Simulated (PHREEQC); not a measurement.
PHREEQC input (ion-association model, wateq4f.dat):

```
SOLUTION_MASTER_SPECIES
  An  An-  0  An  62.0  # stands for a non-complexing anion
SOLUTION_SPECIES
  An- = An-
    -log_k 0
    -gamma 3.0 0
PHASES
  Fix_H+
    H+ = H+
    -log_k 0
SOLUTION 1
  temp 25
  units mmol/kgw
  pH 7 charge
  Cl 0.4
  Mn(2) 0.2
  Na 1
  An 1
END
SELECTED_OUTPUT 1
  -reset false
  -pH true
  -pe true
  -ionic_strength true
  -water true
  -totals Cl Mn Na Mn(2) Mn(3) Mn(6) Mn(7)
  -molalities Hfo_wOH Hfo_wOH2+ Hfo_wO- Hfo_sOH Hfo_sOH2+ Hfo_sO- Hfo_sOMn+ Hfo_wOMn+
  -saturation_indices Pyrochroite Halite
USER_PUNCH 1
  -headings sigma psi
  10 PUNCH EDL("sigma", "Hfo"), EDL("psi", "Hfo")
PRINT
  -reset false
USE solution 1
SURFACE 1
  Hfo_wOH 0.00539326 600 2.4
  Hfo_sOH 0.000134831
EQUILIBRIUM_PHASES 1
  Fix_H+ -4 HAn 10
    -force_equality true
END
# ... the last block is repeated for the other 16 points of pH, with NaOH or the acid as the point needs
```

Selected output (columns that matter, 17 of 17 rows; pH added in front):

```
pH	mu	Mn	Na	m_Hfo_wOH	m_Hfo_wOH2+	m_Hfo_wO-	m_Hfo_sOH	m_Hfo_sOH2+	m_Hfo_sO-	m_Hfo_sOMn+	si_Pyrochroite	si_Halite	sigma	psi
4	0.0028654	0.00019998	0.001	0.0029583	0.0023496	8.5331e-05	7.3948e-05	5.8731e-05	2.133e-06	1.9077e-08	-10.998	-8.0312	0.15552	0.20054
4.38	0.002499	0.00019991	0.001	0.0034272	0.0018181	0.000148	8.5625e-05	4.5422e-05	3.6977e-06	8.604e-08	-10.233	-8.028	0.11471	0.18843
4.75	0.0022384	0.00019961	0.001	0.0037355	0.001435	0.00022275	9.3126e-05	3.5776e-05	5.5533e-06	3.7576e-07	-9.4887	-8.0256	0.083286	0.17483
5.12	0.0020435	0.00019829	0.001	0.0039264	0.0011632	0.00030363	9.6952e-05	2.8721e-05	7.4974e-06	1.6605e-06	-8.748	-8.0237	0.059134	0.15962
5.5	0.0018828	0.0001923	0.001	0.004038	0.00096987	0.00038514	9.538e-05	2.2909e-05	9.0973e-06	7.4449e-06	-7.9982	-8.0221	0.040623	0.14253
5.88	0.001717	0.00017118	0.001	0.004098	0.00083153	0.00046265	8.1408e-05	1.6519e-05	9.1909e-06	2.7713e-05	-7.2853	-8.0203	0.027141	0.12439
6.25	0.0015228	0.00013003	0.001	0.0041256	0.00072806	0.00053555	5.2787e-05	9.3155e-06	6.8524e-06	6.5876e-05	-6.6605	-8.018	0.017753	0.10609
6.62	0.0013986	8.4807e-05	0.0010583	0.0041289	0.00065375	0.00059738	2.5238e-05	3.9961e-06	3.6515e-06	0.00010195	-6.1033	-7.9918	0.01152	0.086984
7	0.0013883	4.3534e-05	0.0012026	0.0041118	0.00059976	0.00064577	1.0962e-05	1.599e-06	1.7216e-06	0.00012055	-5.6327	-7.9361	0.0073934	0.066613
7.38	0.0013809	1.3589e-05	0.0013073	0.0040891	0.00056162	0.00068206	6.774e-06	9.3037e-07	1.1299e-06	0.000126	-5.3783	-7.8997	0.0044069	0.04568
7.75	0.0013873	2.975e-06	0.001362	0.004078	0.00054056	0.00070477	5.8929e-06	7.8114e-07	1.0184e-06	0.00012714	-5.2985	-7.882	0.0021827	0.024704
8.12	0.0013997	5.7427e-07	0.0013958	0.0040729	0.00052673	0.00072148	5.7177e-06	7.3944e-07	1.0128e-06	0.00012736	-5.2739	-7.8715	0.00029492	0.0034498
8.5	0.0014155	1.0338e-07	0.0014272	0.0040689	0.00051407	0.00073778	5.6801e-06	7.1763e-07	1.0299e-06	0.0001274	-5.2608	-7.862	-0.0016173	-0.01843
8.88	0.0014366	1.8701e-08	0.0014653	0.0040639	0.00049986	0.0007569	5.6675e-06	6.971e-07	1.0556e-06	0.00012741	-5.2481	-7.8508	-0.0038473	-0.040221
9.25	0.0014687	3.6152e-09	0.0015188	0.0040566	0.00048211	0.00078194	5.6562e-06	6.7222e-07	1.0903e-06	0.00012741	-5.2323	-7.8356	-0.0067183	-0.061226
9.62	0.0015242	7.3085e-10	0.0016048	0.0040443	0.00045781	0.00081848	5.639e-06	6.3832e-07	1.1412e-06	0.00012741	-5.2099	-7.8124	-0.010801	-0.081862
10	0.0016321	1.5491e-10	0.0017595	0.0040213	0.00042255	0.00087672	5.6069e-06	5.8916e-07	1.2224e-06	0.00012741	-5.1751	-7.7737	-0.017074	-0.10243
```
